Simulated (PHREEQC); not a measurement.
Dissolve 0.0024 mol CuSO4, 7.4e-05 mol HCl and 0.0031 mol Na2SO4 per kg of water at 25 °C. Closed to the air; pH follows from the charge balance.

Computed with PHREEQC (ion-association model, phreeqc.dat).

The pH is 4.29. The ionic strength is 0.0162 mol/kgw and the specific conductance comes out as 1110 µS/cm. The total alkalinity comes out as -0.0740 meq/kg.

```json
[
 {"species": "Na+", "molality": "0.00611", "activity": "0.00539", "log γ": "-0.054"},
 {"species": "SO4-2", "molality": "0.00475", "activity": "0.00290", "log γ": "-0.215"},
 {"species": "Cu+2", "molality": "0.00176", "activity": "0.00109", "log γ": "-0.208"},
 {"species": "CuSO4", "molality": "0.000642", "activity": "0.000644", "log γ": "0.002"},
 {"species": "NaSO4-", "molality": "8.84e-5", "activity": "7.83e-5", "log γ": "-0.053"},
 {"species": "Cl-", "molality": "7.38e-5", "activity": "6.49e-5", "log γ": "-0.056"},
 {"species": "H+", "molality": "5.78e-5", "activity": "5.18e-5", "log γ": "-0.047"},
 {"species": "HSO4-", "molality": "1.66e-5", "activity": "1.46e-5", "log γ": "-0.055"},
 {"species": "CuOH+", "molality": "2.39e-7", "activity": "2.10e-7", "log γ": "-0.056"},
 {"species": "CuCl+", "molality": "2.16e-7", "activity": "1.90e-7", "log γ": "-0.056"},
 {"species": "Cu2(OH)2+2", "molality": "3.21e-8", "activity": "1.94e-8", "log γ": "-0.220"},
 {"species": "Cu(OH)2", "molality": "8.45e-9", "activity": "8.48e-9", "log γ": "0.002"}
]
```

This is a speciation only: nothing precipitates in the calculation. Complexes and solids missing from the database can't appear.
